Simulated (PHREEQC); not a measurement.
0.021 g of hydrous ferric oxide (600 m²/g; 0.2 weak and 0.005 strong sites per Fe, Dzombak-Morel constants, diffuse double layer) in 1 kg of water with 0.3 mol/kgw of an inert sodium salt and 1.3e-07 mol/kgw CuCl2, at 25 °C; the pH is set by adding NaOH or the inert anion's acid. O2 is buffered at 0.21 atm. The system is closed to CO2. No solid was allowed to form.

Computed with PHREEQC (ion-association model, wateq4f.dat).

| pH | Cu sorbed (%) | surface charge σ (C/m²) | surface potential ψ (mV) |
|---|---|---|---|
| 3 | 0.0 | 0.368 | 126 |
| 3.5 | 0.0 | 0.363 | 125 |
| 4 | 0.2 | 0.349 | 123 |
| 4.5 | 1.4 | 0.318 | 118 |
| 5 | 10.6 | 0.269 | 110 |
| 5.5 | 47.6 | 0.210 | 98 |
| 6 | 86.8 | 0.154 | 83 |
| 6.5 | 97.8 | 0.106 | 65 |
| 7 | 99.5 | 0.067 | 47 |
| 7.5 | 99.7 | 0.034 | 26 |
| 8 | 99.7 | 0.006 | 5 |
| 8.5 | 99.6 | -0.021 | -17 |
| 9 | 99.4 | -0.051 | -37 |

The database's constant for dissolved Cu(OH)2 is higher than later reviews accept. The oxide is taken as insoluble; below pH 4 it would dissolve.
